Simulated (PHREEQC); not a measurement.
A solution holds 9.5 mmol/kgw Cu(BF4)2, 1.4 mmol/kgw HBF4 and 2.8 mmol/kgw H3BO3, at 25 °C. Closed to the air; pH follows from the charge balance.

Equilibrium calculation in PHREEQC: ion-association model, phreeqc.dat.

No solid was allowed to form.

What pH does the model give?

pH 2.68.

In which forms is B present?

BF4- 75 %, H3BO3 15 %, BF3OH- 7.1 %, BF2(OH)2- 2.5 % of the B.

Real BF4- forms and hydrolyses slowly; the run takes it at equilibrium.
